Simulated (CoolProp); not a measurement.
m-xylene along the isobar 1850 kPa: fugacity coefficient from the reference equation and from simpler models built on Tc = 616.9 K, pc = 3535 kPa, ω = 0.326; each cubic takes its own stable root.

Model: reference Helmholtz-energy equation of state, Zhou 2012, in CoolProp.

```
T (K)   phase  reference
-----  ------  ---------
400.6  liquid    0.04130
421.9  liquid    0.07192
443.2  liquid     0.1170
464.5  liquid     0.1793
485.8  liquid     0.2613
507.1  liquid     0.3641
528.4  liquid     0.4877
549.7  liquid     0.6304
571       gas     0.7584
592.3     gas     0.7877
```

Task: How far does each simpler model (Soave-Redlich-Kwong, Peng-Robinson) lie from the reference over these 10 states: mean and median of the absolute difference, and the worst?

Result: 
- Soave-Redlich-Kwong: mean 2.4 %, median 2.5 %, worst +3.5 % at 528.4 K and 1850 kPa
- Peng-Robinson: mean 0.6 %, median 0.5 %, worst +0.7 % at 507.1 K and 1850 kPa
